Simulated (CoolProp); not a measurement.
Vapour-liquid equilibrium of benzene (1) + m-xylene (2) at 416.3 K; x and y are mole fractions of (1).

Values from CoolProp's multi-fluid Helmholtz-energy mixture model, Thol 2012 and Zhou 2012; pair parameters Bell 2016.

```
x     bubble pressure, mixture model (kPa)  bubble pressure, Raoult's law (kPa)  y, mixture model  y, Raoult's law
----  ------------------------------------  -----------------------------------  ----------------  ---------------
0.05                                 132.1                                132.5             0.181            0.191
0.2                                  188.8                                191.4             0.505            0.528
0.35                                 245.4                                250.2             0.682            0.707
0.5                                  302.8                                309.1             0.797            0.817
0.65                                 361.5                                367.9             0.878            0.893
0.8                                  422.0                                426.8             0.939            0.947
0.95                                 484.2                                485.7             0.986            0.988
```

The largest gap from Raoult's law is -2.0 % in bubble pressure, at x = 0.5. No azeotrope shows between x = 0.05 and 0.95.

The pair parameters rest on a limited set of measurements; away from them the model extrapolates.
